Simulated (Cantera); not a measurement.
An isothermal, constant-pressure homogeneous reactor starts with N₂O : H₂O = 1 : 0.072 (molar parts), at 1150 K and 1.00 bar. Integrator tolerance rtol = 1e-08.

Detailed kinetics in Cantera: GRI-Mech 3.0 (53 species, 325 reactions). GRI-Mech 3.0 was tuned for natural gas; its chemistry of N2O as a main component is partial and can be far from experiment. The mechanism lacks the step 2 NO + O2 → 2 NO2, which can matter for NO2 below about 1400 K. The temperature is held fixed by assumption; the heat of reaction is taken as removed at once.

Problem. What does this change do: pressure from 1.00 bar to 0.133 bar?

Solution. 
```tsv
quantity	before	after
x(N₂O) at 3.00 s	0.353 (gas-phase equilibrium 9.49e-9)	0.785 (gas-phase equilibrium 3.47e-9)
x(H₂O) at 3.00 s	0.0539 (gas-phase equilibrium 0.0458)	0.0638 (gas-phase equilibrium 0.0458)
x(NO) at 3.00 s	0.0230 (gas-phase equilibrium 0.000146)	0.00642 (gas-phase equilibrium 0.000146)
x(O₂) at 3.00 s	0.186 (gas-phase equilibrium 0.318)	0.0467 (gas-phase equilibrium 0.318)
x(H₂) at 3.00 s	1.16e-8 (gas-phase equilibrium 3.51e-10)	2.58e-8 (gas-phase equilibrium 9.62e-10)
x(H₂O₂) at 3.00 s	3.23e-8 (gas-phase equilibrium 3.88e-10)	9.23e-9 (gas-phase equilibrium 1.42e-10)
```

Problem. What does this change do: H2O 0.072 to 0.59 parts?

Solution. 
```json
[
 {"quantity": "x(N₂O) at 3.00 s", "before": "0.353 (gas-phase equilibrium 9.49e-9)", "after": "0.141 (gas-phase equilibrium 6.19e-9)"},
 {"quantity": "x(H₂O) at 3.00 s", "before": "0.0539 (gas-phase equilibrium 0.0458)", "after": "0.302 (gas-phase equilibrium 0.282)"},
 {"quantity": "x(NO) at 3.00 s", "before": "0.0230 (gas-phase equilibrium 0.000146)", "after": "0.0155 (gas-phase equilibrium 0.000110)"},
 {"quantity": "x(O₂) at 3.00 s", "before": "0.186 (gas-phase equilibrium 0.318)", "after": "0.177 (gas-phase equilibrium 0.239)"},
 {"quantity": "x(H₂) at 3.00 s", "before": "1.16e-8 (gas-phase equilibrium 3.51e-10)", "after": "5.83e-8 (gas-phase equilibrium 2.50e-9)"},
 {"quantity": "x(H₂O₂) at 3.00 s", "before": "3.23e-8 (gas-phase equilibrium 3.88e-10)", "after": "1.50e-7 (gas-phase equilibrium 2.07e-9)"}
]
```
